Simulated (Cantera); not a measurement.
Charge: 1 mol Cu₂O, 0.66 mol C, 7.9 mol N₂, held at 25.0 mbar.

Method: chemical equilibrium by Gibbs-energy minimisation in Cantera with the NASA 1993 tables (ideal gas, pure condensed phases). Candidate condensed phases: C, Cu, CuO, Cu₂O; 27 gas species. Kinetics and transport are ignored.

Q: Which condensed phases are stable at each of these points (T (K)): 1223, 1373, 1523, 1673, 1823, 1973, 2123?

A: 
```
T (K)  condensed phases  Cu condensed (%)
-----  ----------------  ----------------
1223              Cu(s)             100.0
1373              Cu(l)             100.0
1523              Cu(l)              99.8
1673              Cu(l)              98.1
1823              Cu(l)              87.5
1973              Cu(l)              33.5
2123           gas only               0.0
```

At 1223 K the condensed part is Cu(s). From 1373 K to 1973 K the condensed part is Cu(l). At 2123 K nothing is condensed.
